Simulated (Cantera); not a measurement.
A Cantera script and what it prints.

```python
import numpy as np
import cantera as ct

gas_names = [...]  # 109 gases of nasa_gas.yaml made of C, Cl, H, Si
cond_names = """
    C(gr) C6H6(L) C7H8(L) C8H18(L),n-octa Si(cr) Si(L) SiC(b)
""".split()


# ... load() reads the species with a 1 bar reference pressure and builds the phases ...
atoms = {
    'SiHCl3': {'Si': 1, 'H': 1, 'CL': 3},
    'C3H8': {'C': 3, 'H': 8},
    'H2': {'H': 2},
}
top_T = {'C(gr)': 4500, 'SiC(b)': 3050}  # K; cautious upper limits of use, not melting points


# ... equilibrate(T, P, feed) seeds the gas with the atoms and calls Mixture.equilibrate('TP', solver="vcs", rtol=1e-11, max_steps=5000) ...
results = []
feed = {'SiHCl3': 1, 'C3H8': 0.019, 'H2': 20}  # mol
P = 1500  # Pa
for T in [1523, 1548, 1573, 1598, 1623, 1648, 1673, 1698, 1723, 1748, 1773, 1798, 1823]:
    mix = equilibrate(T, P, feed)
    results.append((T, P, feed, dict(zip(mix.species_names, mix.species_moles))))
    x = sorted(zip(gas.X, gas.species_names), reverse=True)
    print(f"T = {T:g} K  P = {P:g} Pa  gas = {mix.phase_moles(0):.4g} mol")
    print("   x: " + "  ".join(f"{s} {v:.3e}" for v, s in x if v > 1e-05))
    print("   condensed (mol): " + ("  ".join(f"{mix.phase(i).name} {mix.phase_moles(i):.4g}"
          for i in range(1, mix.n_phases) if mix.phase_moles(i) > 1e-12) or "none"))
```

Result:

```
T = 1523 K  P = 1500 Pa  gas = 22.07 mol
   x: H2 8.906e-01  HCL 8.312e-02  SiCL2 2.535e-02  SiCL3 5.887e-04  H 1.781e-04  SiHCL3 4.912e-05  SiCL4 4.084e-05  CL 1.334e-05
   condensed (mol): Si(cr) 0.3681  SiC(b) 0.057
T = 1548 K  P = 1500 Pa  gas = 22.07 mol
   x: H2 8.907e-01  HCL 8.284e-02  SiCL2 2.564e-02  SiCL3 5.092e-04  H 2.373e-04  SiHCL3 3.718e-05  SiCL4 2.831e-05  CL 1.762e-05  SiCL 1.118e-05
   condensed (mol): Si(cr) 0.3638  SiC(b) 0.057
T = 1573 K  P = 1500 Pa  gas = 22.07 mol
   x: H2 8.907e-01  HCL 8.255e-02  SiCL2 2.591e-02  SiCL3 4.421e-04  H 3.133e-04  SiHCL3 2.838e-05  CL 2.308e-05  SiCL4 1.984e-05  SiCL 1.584e-05
   condensed (mol): Si(cr) 0.3596  SiC(b) 0.057
T = 1598 K  P = 1500 Pa  gas = 22.08 mol
   x: H2 8.907e-01  HCL 8.225e-02  SiCL2 2.615e-02  H 4.102e-04  SiCL3 3.853e-04  CL 2.997e-05  SiCL 2.218e-05  SiHCL3 2.183e-05  SiCL4 1.405e-05
   condensed (mol): Si(cr) 0.3555  SiC(b) 0.05699
T = 1623 K  P = 1500 Pa  gas = 22.08 mol
   x: H2 8.907e-01  HCL 8.195e-02  SiCL2 2.637e-02  H 5.326e-04  SiCL3 3.370e-04  CL 3.860e-05  SiCL 3.073e-05  SiHCL3 1.692e-05  Si 1.043e-05  SiCL4 1.005e-05
   condensed (mol): Si(cr) 0.3515  SiC(b) 0.05699
T = 1648 K  P = 1500 Pa  gas = 22.08 mol
   x: H2 8.906e-01  HCL 8.164e-02  SiCL2 2.658e-02  H 6.862e-04  SiCL3 2.958e-04  CL 4.933e-05  SiCL 4.213e-05  Si 1.717e-05  SiHCL3 1.322e-05
   condensed (mol): Si(cr) 0.3474  SiC(b) 0.05699
T = 1673 K  P = 1500 Pa  gas = 22.08 mol
   x: H2 8.906e-01  HCL 8.134e-02  SiCL2 2.677e-02  H 8.775e-04  SiCL3 2.606e-04  CL 6.259e-05  SiCL 5.721e-05  Si 2.785e-05  SiHCL3 1.040e-05
   condensed (mol): Si(cr) 0.3434  SiC(b) 0.05699
T = 1698 K  P = 1500 Pa  gas = 22.09 mol
   x: H2 8.902e-01  HCL 8.142e-02  SiCL2 2.676e-02  H 1.114e-03  SiCL3 2.299e-04  CL 7.923e-05  SiCL 7.604e-05  Si 4.378e-05  SiH2 1.243e-05
   condensed (mol): Si(L) 0.3435  SiC(b) 0.05699
T = 1723 K  P = 1500 Pa  gas = 22.09 mol
   x: H2 8.895e-01  HCL 8.229e-02  SiCL2 2.633e-02  H 1.404e-03  SiCL3 2.024e-04  CL 1.006e-04  SiCL 9.771e-05  Si 6.556e-05  SiH2 1.510e-05  SiH 1.089e-05
   condensed (mol): Si(L) 0.3523  SiC(b) 0.05698
T = 1748 K  P = 1500 Pa  gas = 22.1 mol
   x: H2 8.886e-01  HCL 8.312e-02  SiCL2 2.591e-02  H 1.759e-03  SiCL3 1.788e-04  CL 1.269e-04  SiCL 1.246e-04  Si 9.703e-05  SiH2 1.824e-05  SiH 1.491e-05
   condensed (mol): Si(L) 0.3606  SiC(b) 0.05698
T = 1773 K  P = 1500 Pa  gas = 22.11 mol
   x: H2 8.877e-01  HCL 8.392e-02  SiCL2 2.549e-02  H 2.188e-03  CL 1.590e-04  SiCL3 1.583e-04  SiCL 1.578e-04  Si 1.420e-04  SiH2 2.190e-05  SiH 2.023e-05
   condensed (mol): Si(L) 0.3682  SiC(b) 0.05696
T = 1798 K  P = 1500 Pa  gas = 22.11 mol
   x: H2 8.867e-01  HCL 8.468e-02  SiCL2 2.508e-02  H 2.707e-03  Si 2.056e-04  SiCL 1.984e-04  CL 1.979e-04  SiCL3 1.406e-04  SiH 2.721e-05  SiH2 2.617e-05
   condensed (mol): Si(L) 0.375  SiC(b) 0.05694
T = 1823 K  P = 1500 Pa  gas = 22.12 mol
   x: H2 8.856e-01  HCL 8.539e-02  SiCL2 2.466e-02  H 3.329e-03  Si 2.947e-04  SiCL 2.478e-04  CL 2.449e-04  SiCL3 1.252e-04  SiH 3.629e-05  SiH2 3.111e-05
   condensed (mol): Si(L) 0.3808  SiC(b) 0.05691
```

These are equilibrium values from Cantera (NASA tables, ideal gas, pure condensed phases), not measurements of a reactor. Mutual solubility and eutectic melting of coexisting phases are not modelled. The tables' values for SiCl3, SiCl are old estimates; treat these amounts as uncertain. Gases not in the tables: Si2H6 and higher silanes.
